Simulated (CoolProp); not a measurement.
A simple Rankine cycle with ethylbenzene: condensing at 331.15 K, boiler at 0.244 MPa, turbine inlet 447.3 K, turbine efficiency 0.65, pump efficiency 0.7, no recuperator. Each further row changes one setting.

Values from CoolProp's reference Helmholtz-energy equation of state, Zhou 2012.

| case | thermal efficiency (%) | net work (kJ/kg) | heat in (kJ/kg) | turbine exit temperature (K) | volume ratio over the turbine |
|---|---|---|---|---|---|
| as stated | 13.1 | 72.3 | 551 | ? | ? |
| turbine inlet 467.3 K | 13.0 | 76.3 | 588 | 418.8 | 34.5 |
| condensing temperature 323.15 K | 14.0 | ? | 566 | ? | 49.6 |
| boiler pressure 0.171 MPa | 12.0 | 66.4 | 554 | 404.1 | 24.0 |
| turbine efficiency 0.55 | 11.1 | 61.1 | 551 | ? | ? |

Task: Fill in the missing entries.

Result: 
- as stated, turbine exit temperature (K): 398.3
- as stated, volume ratio over the turbine: 34.7
- condensing temperature 323.15 K, net work (kJ/kg): 79.2
- condensing temperature 323.15 K, turbine exit temperature (K): 393.9
- turbine efficiency 0.55, turbine exit temperature (K): 405.2
- turbine efficiency 0.55, volume ratio over the turbine: 35.4
